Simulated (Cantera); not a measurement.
Input: 1 mol Si(CH3)4, 19 mol H2, 0.022 mol C2H2, held at 320 Pa.

Equilibrium computed with Cantera from the NASA thermochemical tables; the gas is ideal and each condensed phase is pure. Candidate condensed phases: C, C6H6, C7H8, C8H18, Si, SiC; 87 gas species. Gases not in the tables: Si2H6 and higher silanes. Equilibrium is a limit: real reactors are often held back by kinetics, nucleation or transport.

Which condensed phases are stable at each of these points (T (°C)): 975, 1125, 1275, 1425, 1575, 1725, 1875, 2025, 2175?


| T (°C) | condensed phases | Si condensed (%) |
|---|---|---|
| 975 | C(graphite) + SiC(s) | 100.0 |
| 1125 | C(graphite) + SiC(s) | 100.0 |
| 1275 | C(graphite) + SiC(s) | 100.0 |
| 1425 | C(graphite) + SiC(s) | 100.0 |
| 1575 | C(graphite) + SiC(s) | 99.8 |
| 1725 | C(graphite) + SiC(s) | 97.9 |
| 1875 | C(graphite) + SiC(s) | 80.2 |
| 2025 | C(graphite) | 0.0 |
| 2175 | C(graphite) | 0.0 |

From 975 °C to 1875 °C the condensed part is C(graphite) + SiC(s). From 2025 °C to 2175 °C the condensed part is C(graphite).
